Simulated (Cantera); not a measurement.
Input: 1 mol Cr2O3, 20 mol H2, 1.6 mol H2O, equilibrated at 1850 °C and 600 Pa.

Equilibrium computed with Cantera from the NASA thermochemical tables; the gas is ideal and each condensed phase is pure. Candidate condensed phases: Cr, Cr2O3, H2O; 13 gas species. The numbers say what is thermodynamically allowed, not how fast it happens.

Base state: H2 0.788, H2O 0.127, H 0.0411, Cr 0.0376, CrO 0.00466, OH 0.000820, CrO2 0.000260, O 3.03e-5 (mole fractions); condensed: Cr2O3(s).

Question: What changes in the equilibrium state with this change: temperature from 1850 °C to 1175 °C?

Answer: 
```csv
species,before,after
H2,0.788,0.926
H2O,0.127,0.0741
H,0.0411,0.000114
Cr,0.0376,3.49e-8
CrO,0.00466,<1e-9
CrO2,0.000260,<1e-9
O,3.03e-5,<1e-9
OH,0.000820,2.18e-7
"Cr2O3(s), mol",0.510,1.00
```

Question: What changes in the equilibrium state with this change: temperature from 1850 °C to 1402 °C?

Answer: 
| species | before | after |
|---|---|---|
| H2 | 0.788 | 0.924 |
| H2O | 0.127 | 0.0740 |
| H | 0.0411 | 0.00144 |
| Cr | 0.0376 | 2.12e-5 |
| CrO2 | 0.000260 | 2.42e-8 |
| CrO | 0.00466 | 7.35e-7 |
| O | 3.03e-5 | 7.03e-9 |
| OH | 0.000820 | 5.58e-6 |
| Cr2O3(s), mol | 0.510 | 1.000 |
